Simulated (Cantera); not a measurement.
A perfectly stirred reactor is fed with C₂H₆ : N₂ = 1 : 1.3 (molar parts), at 35.0 Pa; it is held at 1873 K, and followed from long to short residence time.

Cantera simulation using GRI-Mech 3.0 (53 species, 325 reactions); the numbers are that mechanism's predictions, not measurements. GRI-Mech 3.0 stops at C3 and has no aromatics, soot or wall deposition, so with more carbon than oxygen in the feed, carbon stays in small species such as C2H2 where larger ones or solid carbon would form. Radical loss at walls, strong at low pressure, is not modelled.

What does this change do: temperature 1873 to 1775 K?


```
quantity                  before    after
----------------------  --------  -------
x(C₂H₆) at τ = 0.650 s  0.000757  0.00147
x(HCN) at τ = 0.650 s    2.52e-5  9.53e-6
x(H) at τ = 0.650 s      0.00503  0.00362
x(CH₃) at τ = 0.650 s     0.0144   0.0150
x(C₂H) at τ = 0.650 s    3.15e-5  1.54e-5
x(C₂H₆) at τ = 22.0 ms    0.0214   0.0404
x(HCN) at τ = 22.0 ms    4.08e-6  1.59e-6
x(H) at τ = 22.0 ms      0.00570  0.00378
x(CH₃) at τ = 22.0 ms     0.0755   0.0732
x(C₂H) at τ = 22.0 ms    3.35e-5  1.33e-5
```

What does this change do: temperature 1873 to 1625 K?


```
quantity                  before    after
----------------------  --------  -------
x(C₂H₆) at τ = 0.650 s  0.000757  0.00475
x(HCN) at τ = 0.650 s    2.52e-5  1.48e-6
x(H) at τ = 0.650 s      0.00503  0.00183
x(CH₃) at τ = 0.650 s     0.0144   0.0149
x(C₂H) at τ = 0.650 s    3.15e-5  3.94e-6
x(C₂H₆) at τ = 22.0 ms    0.0214    0.115
x(HCN) at τ = 22.0 ms    4.08e-6  2.57e-7
x(H) at τ = 22.0 ms      0.00570  0.00155
x(CH₃) at τ = 22.0 ms     0.0755   0.0590
x(C₂H) at τ = 22.0 ms    3.35e-5  1.66e-6
```
